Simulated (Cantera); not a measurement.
Charge: 1 mol V, 0.13 mol H₂O, held at 1777 °C and 1 atm.

Method: chemical equilibrium by Gibbs-energy minimisation in Cantera with the NASA 1993 tables (ideal gas, pure condensed phases). Candidate condensed phases: H₂O, V, VO, V₂O₃, V₂O₄, V₂O₅; 12 gas species. Mutual solubility and eutectic melting of coexisting phases are not modelled. VO: taken at fixed stoichiometry. Condensed phases not in the tables: N, O or C dissolved in the metal. Kinetics and transport are ignored.

Base state: H₂ 0.997, H 0.00225, H₂O 0.000424 (mole fractions); condensed: V(s) + VO(s).

Task: What changes in the equilibrium state with this change: temperature from 1777 °C to 1627 °C?

Result: 
| species | before | after |
|---|---|---|
| H₂ | 0.997 | 0.999 |
| H | 0.00225 | 0.000788 |
| H₂O | 0.000424 | 0.000204 |
| V(s), mol | 0.870 | 0.870 |
| VO(s), mol | 0.130 | 0.130 |
